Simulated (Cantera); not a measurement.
Equilibrium for silicon oxide and oxynitride deposition: TEOS + N2O

Charge: 1 mol TEOS, 0.17 mol N2O, equilibrated at 900 K and 0.0645 Torr.

Cantera equilibrium calculation (NASA polynomials, part measured and part estimated; ideal gas, pure solids and liquids). Candidate condensed phases: C, C6H6, C7H8, C8H18, H2O, Si, SiC, SiO2, Si2N2O, Si3N4; 151 gas species. The feed counts by its element totals alone. Kinetics and transport are ignored.

```yaml
x(H2): 0.810
x(CO): 0.176
x(N2): 0.0138
x(H2O): 2.97e-5
x(CH4): 1.76e-5
x(CO2): 1.48e-5
n(C(graphite)): 5.83 mol
n(SiO2(β-quartz)): 1.00 mol
gas_amount: 12.34 mol
log10 activity of Si(s) (absent): -11.54
```
